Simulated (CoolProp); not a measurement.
Propylene at 394.75 K and 6.3 MPa flows at 3.2 m/s in a round tube of 20 mm bore and 45 µm roughness, fully developed (64/Re and Nu = 3.66 if laminar; Colebrook and Gnielinski if turbulent). Each further row changes one setting.

The numbers come from the reference Helmholtz-energy equation of state, Lemmon 2013 in CoolProp.

| case | Reynolds number | Darcy friction factor | pressure drop (Pa/m) | heat-transfer coefficient (W/(m² K)) | mass flow (kg/h) |
|---|---|---|---|---|---|
| as stated | 495000 | 0.0245 | 1040 | 5830 | 600 |
| velocity 6.4 m/s | 990000 | 0.0243 | 4130 | 11600 | 1200 |
| diameter 40 mm | 990000 | 0.0205 | 435 | 5000 | 2400 |

Viscosity comes from a separate model (Huber 2003), an estimate that may be off by 10 % or more. Thermal conductivity comes from a separate model (Huber 2003), an estimate that may be off by 10 % or more.
